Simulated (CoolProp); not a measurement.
A Linde-Hampson liquefier for CF4 (R14): isothermal reversible compression at 280 K from 1 atm to 40 MPa, throttling to 1 atm, return gas leaving the recuperator 2 K below the feed. Each further row changes one setting.

The numbers come from the reference Helmholtz-energy equation of state, Platzer 1990 in CoolProp. This equation is an older, rougher fit; its heat capacities, sound speeds and derivatives of the liquid may be far off and weren't checked against measurements.

```tsv
case	liquid yield per pass	compression work (kJ/kg of gas)
as stated	[?]	140
warm-end temperature 310 K	[?]	[?]
warm-end gap 7 K	[?]	140
```

**Question.** Complete the blanks.

**Answer.** 
- as stated, liquid yield per pass: 0.338
- warm-end temperature 310 K, liquid yield per pass: 0.269
- warm-end temperature 310 K, compression work (kJ/kg of gas): 162
- warm-end gap 7 K, liquid yield per pass: 0.327
